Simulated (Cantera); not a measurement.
A perfectly stirred reactor is fed with 11.2 % CH₄, 14.0 % O₂, 52.5 % N₂, 22.3 % CO₂, equivalence ratio 1.6, at 8250 Torr; it is adiabatic with a 700 K inlet, and is followed from long to short residence time, starting on the burning branch (τ in s: 0.033, 0.018, 0.0095, 0.005, 0.0027, 0.0014, 0.00077, 0.00041, 0.00022, 0.00012, 6.2e-05, 3.3e-05, 1.8e-05).

Cantera simulation using GRI-Mech 3.0 (53 species, 325 reactions); the numbers are that mechanism's predictions, not measurements.

Problem. Predict: blow-out, bracketed by the residence times tried; x(CH₄) at τ = 33.0 ms; x(O₂) at τ = 33.0 ms; x(CO₂) at τ = 33.0 ms; x(C₂H₄) at τ = 33.0 ms; x(H₂O) at τ = 33.0 ms; x(CH₄) at τ = 0.770 ms; x(O₂) at τ = 0.770 ms; x(CO₂) at τ = 0.770 ms.

Solution. 
- blow-out, bracketed by the residence times tried: burning at 1.40 ms, out at 0.770 ms
- x(CH₄) at τ = 33.0 ms: 0.00731
- x(O₂) at τ = 33.0 ms: 0.00159
- x(CO₂) at τ = 33.0 ms: 0.208
- x(C₂H₄) at τ = 33.0 ms: 0.000147
- x(H₂O) at τ = 33.0 ms: 0.170
- x(CH₄) at τ = 0.770 ms: 0.112
- x(O₂) at τ = 0.770 ms: 0.140
- x(CO₂) at τ = 0.770 ms: 0.223
